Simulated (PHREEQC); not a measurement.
1 kg of water holding 0.0073 mol CaSO4, 0.35 mol NaCl, 0.0042 mol KCl and 0.54 mol NaBr is evaporated at 25 °C; the solids stay in contact with the brine. No CO2 enters from the air. Solids allowed: Arcanite, Glaserite, Glauberite, Gypsum, Anhydrite, Halite, Mirabilite, Misenite, Portlandite, Sylvite, Syngenite, Thenardite. Others were left out.

The series has 11 steps of water left (kg), from 1 to 0.1406.

Model: Pitzer model, pitzer.dat, run in PHREEQC.

Task: Which solids form, in which order, and at which step of the series does each first stand?

Result: Gypsum from water left = 0.1711 kg.

Complexes and solids missing from the database can't appear.
